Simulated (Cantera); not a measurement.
Charge: 1 mol SiH2Cl2, 0.04 mol Cl2, 860 mol H2, held at 848.15 K and 1.33 mbar.

These are equilibrium values from Cantera (NASA tables, ideal gas, pure condensed phases), not measurements of a reactor. Candidate condensed phases: Si; 19 gas species. Kinetics and transport are ignored.

Base state: H2 0.998, HCl 0.00207, SiCl4 5.09e-5, SiHCl3 3.99e-5 (mole fractions); condensed: Si(s).

What changes in the equilibrium state with this change: pressure from 1.33 mbar to 0.120 bar?


```tsv
species	before	after
H2	0.998	0.999
HCl	0.00207	0.000881
SiHCl3	3.99e-5	0.000277
SiH2Cl2	2.74e-6	4.48e-5
SiCl4	5.09e-5	0.000151
Si(s), mol	0.913	0.589
```
